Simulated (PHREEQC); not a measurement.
A solution holds 0.047 mol/kgw ZnCl2, 0.017 mol/kgw H3BO3, 0.00012 mol/kgw HCl and 0.00083 mol/kgw NaHSO4, at 25 °C. Closed to the air; pH follows from the charge balance.

The numbers come from PHREEQC with the ion-association model, phreeqc.dat.

Precipitation was switched off in this run.

**Question.** Order these S species by the share of S that they hold, largest first: HSO4-, ZnSO4, Zn(SO4)2-2, SO4-2.

**Answer.** ZnSO4 (52 %), SO4-2 (46 %), HSO4- (1.5 %), Zn(SO4)2-2 (0.33 %)

The pH is 3.12 and the ionic strength 0.134 mol/kgw.
